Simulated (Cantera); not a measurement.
A Cantera script and its output.

```python
import numpy as np
import cantera as ct

gas = ct.Solution("gri30.yaml")
gas.TPX = 975, 2666, {'H2': 0.0076, 'O2': 1}
reactor = ct.IdealGasConstPressureReactor(gas, energy="off", clone=False)
net = ct.ReactorNet([reactor])
net.rtol, net.atol = 1e-08, 1e-18
show = ['H2', 'O2', 'HO2', 'OH', 'H', 'H2O2', 'O']
times = np.geomspace(2e-05, 50, 14)

steps = ct.SolutionArray(gas, extra=["t"])
rows = []
print(f"{'t/s':>10s}{'T/K':>9s}{'P/Pa':>11s}" + "".join(f"{s:>11s}" for s in show))
for t in times:
    while net.time < t:
        t_next = net.step()
        steps.append(gas.state, t=t_next)
    rows.append([np.interp(t, steps.t, y) for y in (steps.T, steps.P, *steps(*show).X.T)])
    print(f"{t:10.3e}{rows[-1][0]:9.1f}{rows[-1][1]:11.4g}" + "".join(f"{x:11.3e}" for x in rows[-1][2:]))
rate = np.gradient(steps.T, steps.t)
print("integrator steps:", len(steps.t))
if steps.T.max() > steps.T[0] + 200:
    print(f"time of steepest temperature rise: {steps.t[rate.argmax()]:.4e} s")
gas.TPX = 975, 2666, {'H2': 0.0076, 'O2': 1}
gas.equilibrate("TP")
print(f"equilibrium (TP): T = {gas.T:.1f} K  " + "  ".join(f"{s} {gas[s].X[0]:.3e}" for s in show))
```

It prints:

```
       t/s      T/K       P/Pa         H2         O2        HO2         OH          H       H2O2          O
 2.000e-05    975.0       2666  7.543e-03  9.925e-01  1.446e-12  1.689e-13  1.266e-12  1.637e-18  1.713e-13
 6.211e-05    975.0       2666  7.543e-03  9.925e-01  4.521e-12  1.334e-12  3.118e-12  1.582e-17  1.395e-12
 1.929e-04    975.0       2666  7.543e-03  9.925e-01  1.422e-11  8.030e-12  6.140e-12  1.541e-16  9.248e-12
 5.991e-04    975.0       2666  7.543e-03  9.925e-01  4.523e-11  3.844e-11  1.401e-11  1.512e-15  5.570e-11
 1.860e-03    975.0       2666  7.543e-03  9.925e-01  1.588e-10  3.148e-10  8.611e-11  1.557e-14  5.832e-10
 5.778e-03    975.0       2666  7.543e-03  9.925e-01  5.179e-09  5.324e-08  1.395e-08  5.531e-13  1.040e-07
 1.794e-02    975.0       2666  1.130e-03  9.890e-01  6.767e-06  6.026e-04  5.590e-04  2.252e-07  2.898e-03
 5.573e-02    975.0       2666  1.434e-05  9.916e-01  1.731e-06  9.666e-05  2.330e-05  2.914e-08  7.957e-04
 1.731e-01    975.0       2666  1.677e-06  9.923e-01  6.353e-07  3.742e-05  1.521e-06  2.111e-08  1.344e-04
 5.375e-01    975.0       2666  2.018e-07  9.924e-01  1.763e-07  1.379e-05  7.424e-08  1.259e-08  1.781e-05
 1.669e+00    975.0       2666  2.246e-08  9.924e-01  3.862e-08  5.200e-06  3.824e-09  4.956e-09  2.434e-06
 5.184e+00    975.0       2666  2.798e-09  9.924e-01  8.195e-09  2.163e-06  2.710e-10  1.434e-09  4.147e-07
 1.610e+01    975.0       2666  4.780e-10  9.924e-01  1.953e-09  1.005e-06  2.725e-11  3.930e-10  8.972e-08
 5.000e+01    975.0       2666  1.084e-10  9.924e-01  5.442e-10  5.069e-07  3.510e-12  1.126e-10  2.292e-08
integrator steps: 1484
equilibrium (TP): T = 975.0 K  H2 1.907e-12  O2 9.924e-01  HO2 2.202e-10  OH 7.015e-08  H 9.738e-15  H2O2 2.498e-12  O 4.430e-10
```

Detailed kinetics in Cantera: GRI-Mech 3.0 (53 species, 325 reactions). Radical loss at walls, strong at low pressure, is not modelled.
